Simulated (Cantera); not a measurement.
A closed system holds: 1 mol CHF₃, held at 11.0 mbar.

Cantera equilibrium calculation (NASA polynomials, part measured and part estimated; ideal gas, pure solids and liquids). Candidate condensed phases: C, C₆H₆, C₇H₈, C₈H₁₈; 110 gas species. Ions and electrons are included (thermal ionisation). Gases not in the tables: C₂F₆ and larger saturated fluorocarbons. Equilibrium is a limit: real reactors are often held back by kinetics, nucleation or transport.

Q: What share of the C ends up in condensed phases as a function of T (K), at 2000, 2250, 2500, 2750, 3000, 3250, 3500, 3750, 4000, 4250, 4500, 4750, 5000?

A: 
```csv
T (K),C condensed (%),as
2000,46.4,C(graphite)
2250,36.1,C(graphite)
2500,48.1,C(graphite)
2750,68.4,C(graphite)
3000,43.7,C(graphite)
3250,0.0,-
3500,0.0,-
3750,0.0,-
4000,0.0,-
4250,0.0,-
4500,0.0,-
4750,0.0,-
5000,0.0,-
```
